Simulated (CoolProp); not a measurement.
The fluid at 451.64 K and 0.229 MPa (stagnation) flows isentropically through a choked orifice. The same conditions are run with several fluids, on thermodynamics alone (safety and materials aside).

The numbers come from the reference Helmholtz-energy equation of state of each fluid (hexamethyldisiloxane (MM): Thol 2016; the fluoroketone C6F12O (FK-5-1-12): McLinden 2015; R124: de Vries 1995; carbon dioxide: Span 1996; hydrogen sulfide: Lemmon 2006) in CoolProp.

```csv
fluid,throat to inlet pressure ratio,mass flux (kg/(m² s)),throat temperature (K)
hexamethyldisiloxane (MM),0.609,940,444.8
the fluoroketone C6F12O (FK-5-1-12),0.605,1300,___
R124,0.592,___,435.8
carbon dioxide,___,___,___
hydrogen sulfide,0.544,462,___
```

Q: Some entries are withheld; supply them.

A: 
- the fluoroketone C6F12O (FK-5-1-12), throat temperature (K): 445.3
- R124, mass flux (kg/(m² s)): 863
- carbon dioxide, throat to inlet pressure ratio: 0.554
- carbon dioxide, mass flux (kg/(m² s)): 516
- carbon dioxide, throat temperature (K): 402.0
- hydrogen sulfide, throat temperature (K): 392.1
